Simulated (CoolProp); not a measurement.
Vapour-liquid equilibrium of CF4 (R14) (1) + CHF3 (R23) (2) at -66.45 °C; x and y are mole fractions of (1).

Computed with CoolProp (multi-fluid Helmholtz-energy mixture model, Platzer 1990 and Penoncello 2003; pair parameters Bell 2016). This equation is an older, rougher fit; its heat capacities, sound speeds and derivatives of the liquid may be far off and weren't checked against measurements.

```csv
x,bubble pressure (kPa),y at the bubble point,dew pressure at overall composition x (kPa),liquid density (mol/L)
0.05,450.8,0.486,243.2,19.43
0.125,729.1,0.684,264.5,18.92
0.2,948.2,0.760,289.5,18.42
0.275,1116,0.800,319.7,17.91
0.35,1244,0.824,356.6,17.41
0.425,1343,0.841,403.1,16.91
0.5,1424,0.854,463.3,16.40
0.575,1495,0.867,544.4,15.90
0.65,1563,0.880,659.2,15.41
0.725,1636,0.895,833.3,14.93
0.8,1715,0.914,1119,14.47
0.875,1802,0.939,1539,14.03
0.95,1895,0.972,1835,13.63
```

No azeotrope shows between x = 0.05 and 0.95.

Pair parameters are fitted to limited data, so mixtures are less certain than the pure fluids. With so large a gap from Raoult's law the liquid may split in two, which this calculation doesn't test in full.
